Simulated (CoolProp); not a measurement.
A single-stage vapour-compression cycle with the fluid: evaporating at 235.15 K (dew point), condensing at 301.15 K (bubble point), superheat 10 K, subcooling 8 K, compressor efficiency 0.75, no pressure losses. The same conditions are run with several fluids, on thermodynamics alone (safety and materials aside).

Computed with CoolProp (reference Helmholtz-energy equation of state of each fluid (C3F8 (R218): Lemmon 2006; trans-2-butene: Lemmon 2005; R125: Lemmon 2005; R410A: Lemmon 2003; sulfur dioxide: Gao 2016; propane: Lemmon 2009)). Blends and air are pseudo-pure fits.

Q: Rank C3F8 (R218), trans-2-butene, R125, R410A, sulfur dioxide, propane by cooling COP, highest first.

A: trans-2-butene (2.22), propane (2.09), sulfur dioxide (2.06), R410A (2.01), R125 (1.89), C3F8 (R218) (1.67)

| fluid | pressure ratio | discharge temperature (K) | refrigerating effect (kJ/kg) | volumetric capacity (kJ/m³) |
|---|---|---|---|---|
| C3F8 (R218) | 9.80 | 301.2 | 51.9 | 480 |
| trans-2-butene | 14.9 | 344.4 | 326 | 156 |
| R125 | 9.19 | 326.4 | 94.6 | 951 |
| R410A | 9.38 | 369.9 | 183 | 1320 |
| sulfur dioxide | 17.8 | 497.4 | 340 | 262 |
| propane | 8.48 | 341.7 | 294 | 799 |

The compression ends wet for: C3F8 (R218).
